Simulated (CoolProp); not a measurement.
Vapour pressure (kPa) of R1123: the reference equation beside estimates from Tc = 331.7 K, pc = 4549 kPa, ω = 0.243. Clausius-Clapeyron is anchored at 242.8 K with a constant enthalpy of vaporisation of 16.53 kJ/mol.

Model: reference Helmholtz-energy equation of state, Akasaka 2020, in CoolProp.

```
T (K)  reference  Lee-Kesler  Clausius-Clapeyron  van der Waals  Redlich-Kwong  Soave-Redlich-Kwong  Peng-Robinson
-----  ---------  ----------  ------------------  -------------  -------------  -------------------  -------------
228.1      218.2       217.9               233.6          831.9          341.5                217.8          217.5
235.4      296.5       296.8               306.1          977.2          445.8                296.6          295.2
242.8      395.9       397.2               395.9           1140          573.1                397.2          394.1
250.2      518.8       521.3               504.4           1320          724.4                521.8          516.7
257.5      666.1       669.8               631.8           1515          899.2                671.6          663.9
264.9      845.3       850.2               783.8           1729           1104                854.3          843.6
272.3       1058        1064               961.1           1962           1340                 1071           1058
279.6       1305        1311                1163           2210           1603                 1323           1306
287         1596        1603                1397           2481           1904                 1621           1600
294.3       1928        1935                1659           2767           2236                 1959           1936
301.7       2315        2321                1957           3077           2610                 2352           2328
309.1       2757        2764                2292           3408           3024                 2799           2775
316.4       3255        3263                2658           3754           3472                 3298           3277
```

Absolute difference from the reference over all 13 rows, mean and median: Lee-Kesler 0.4 and 0.4 %, Clausius-Clapeyron 9.4 and 9.2 %, van der Waals 108.5 and 85.4 %, Redlich-Kwong 28.5 and 26.7 %, Soave-Redlich-Kwong 1.0 and 1.2 %, Peng-Robinson 0.4 and 0.4 %.
